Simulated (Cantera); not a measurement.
An adiabatic, constant-volume homogeneous reactor starts with 6.18 % CH4, 19.0 % O2, 71.7 % N2, 3.09 % H2O, equivalence ratio 0.65, at 1675 K and 3380 Torr.

Model: GRI-Mech 3.0 (53 species, 325 reactions), integrated in Cantera.

Problem. Predict: time of steepest temperature rise; temperature at 0.600 s; equilibrium temperature; x(O2) at 0.600 s; x(H2O) at 0.600 s; x(N2O) at 0.600 s.

Solution. 
- time of steepest temperature rise: 67.9 µs
- temperature at 0.600 s: 2850 K
- equilibrium temperature: 2850 K
- x(O2) at 0.600 s: 0.0580 (gas-phase equilibrium 0.0580)
- x(H2O) at 0.600 s: 0.135 (gas-phase equilibrium 0.135)
- x(N2O) at 0.600 s: 2.87e-6 (gas-phase equilibrium 2.87e-6)
